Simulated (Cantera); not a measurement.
Equilibrium for tantalum, niobium, vanadium and zirconium in process gases: Ta(OEt)₅ + CH₄

Feed: 1 mol Ta(OEt)₅, 0.68 mol CH₄, held at 925 °C.

Method: chemical equilibrium by Gibbs-energy minimisation in Cantera with the NASA 1993 tables (ideal gas, pure condensed phases). Candidate condensed phases: C, C₆H₆, C₇H₈, C₈H₁₈, H₂O, Ta, TaC, Ta₂O₅; 113 gas species. The feed counts by its element totals alone. Mutual solubility and eutectic melting of coexisting phases are not modelled. TaC: taken at fixed stoichiometry. Condensed phases not in the tables: Ta₂C. Rates play no part.

| P (Pa) | x H₂ | x CO | x CH₄ | x H₂O | x CO₂ | n C(graphite) | n TaC(s) | n Ta₂O₅(s) |
|---|---|---|---|---|---|---|---|---|
| 0.100 | 0.735 | 0.265 | 8.65e-9 | 5.16e-9 | 1.36e-9 | 4.68 | 1.00 | 0 |
| 0.750 | 0.735 | 0.265 | 6.49e-8 | 3.87e-8 | 1.02e-8 | 4.68 | 1.00 | 0 |
| 5.60 | 0.735 | 0.265 | 4.84e-7 | 2.89e-7 | 7.64e-8 | 4.68 | 1.00 | 0 |
| 42 | 0.735 | 0.265 | 3.63e-6 | 2.17e-6 | 5.73e-7 | 4.68 | 1.00 | 0 |
| 320 | 0.735 | 0.265 | 2.77e-5 | 1.65e-5 | 4.36e-6 | 4.68 | 1.00 | 0 |
| 2400 | 0.735 | 0.265 | 0.000207 | 0.000124 | 3.27e-5 | 4.68 | 1.00 | 0 |
| 18000 | 0.741 | 0.256 | 0.00158 | 0.000905 | 0.000229 | 4.97 | 0.915 | 0.0424 |
| 130000 | 0.830 | 0.150 | 0.0144 | 0.00430 | 0.000570 | 8.03 | 0 | 0.500 |
| 1000000 | 0.744 | 0.137 | 0.0887 | 0.0270 | 0.00363 | 7.33 | 0 | 0.500 |
x: gas mole fraction; n: condensed amount in mol.

From 0.100 Pa to 24.0 mbar the condensed part is C(graphite) + TaC(s). At 0.180 bar the condensed part is C(graphite) + TaC(s) + Ta₂O₅(s). From 1.30 bar to 10.0 bar the condensed part is C(graphite) + Ta₂O₅(s).
